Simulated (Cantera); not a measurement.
Input (Python, Cantera):

```python
import numpy as np
import cantera as ct

surf = ct.Interface("ptcombust.yaml", "Pt_surf")
gas = surf.adjacent["gas"]
gas.TPX = 300, 23000, {'CH4': 0.025, 'O2': 0.079, 'N2': 0.79}
jet = ct.ImpingingJet(gas=gas, width=0.03, surface=surf)
jet.inlet.mdot, jet.inlet.T, jet.inlet.X = 0.17, 300, {'CH4': 0.025, 'O2': 0.079, 'N2': 0.79}
jet.set_refine_criteria(ratio=10, slope=0.2, curve=0.3)
show, cover = ['CH4', 'O2', 'H2O', 'OH', 'CO', 'CO2'], ["PT(S)", "H(S)", "O(S)", "OH(S)", "CO(S)", "C(S)"]

rows = []
print(f"{'Ts/K':>7s}" + "".join(f"{s:>11s}" for s in show + cover) + "   (gas at the wall, coverages)")
for i, Ts in enumerate([900, 950, 1000, 1050, 1100]):
    jet.surface.T = Ts
    if i == 0:
        surf.TP = Ts, 23000
        surf.coverages = "PT(S):0.5, O(S):0.5"
        surf.advance_coverages(1.0)
        jet.set_initial_guess(products="inlet")
    jet.solve(loglevel=0, auto=(i == 0))
    rows.append([*(jet.X[gas.species_index(s), -1] for s in show), *surf[cover].coverages])
    print(f"{Ts:7g}" + "".join(f"{x:11.3e}" for x in rows[-1]))
```

Output:

```
   Ts/K        CH4         O2        H2O         OH         CO        CO2      PT(S)       H(S)       O(S)      OH(S)      CO(S)       C(S)   (gas at the wall, coverages)
    900  1.899e-02  6.924e-02  1.676e-02  1.816e-08  6.819e-06  1.103e-02  1.797e-01  8.518e-08  8.187e-01  1.586e-03  1.724e-05  6.133e-08
    950  1.416e-02  5.901e-02  2.568e-02  5.776e-08  7.121e-06  1.694e-02  2.495e-01  2.402e-07  7.487e-01  1.804e-03  1.391e-05  6.658e-08
   1000  1.030e-02  5.084e-02  3.276e-02  1.590e-07  7.082e-06  2.166e-02  3.232e-01  5.462e-07  6.750e-01  1.832e-03  1.021e-05  6.380e-08
   1050  7.621e-03  4.520e-02  3.762e-02  3.850e-07  7.041e-06  2.492e-02  3.966e-01  1.066e-06  6.017e-01  1.736e-03  7.258e-06  5.776e-08
   1100  5.834e-03  4.146e-02  4.082e-02  8.393e-07  7.142e-06  2.706e-02  4.675e-01  1.875e-06  5.309e-01  1.583e-03  5.199e-06  5.155e-08
```

Computed with Cantera and Deutschmann's 1995 Pt surface mechanism with GRI-Mech 3.0 gas chemistry. Catalytic surfaces can have several steady states; this one follows from the mechanism file's or the stated starting coverage.
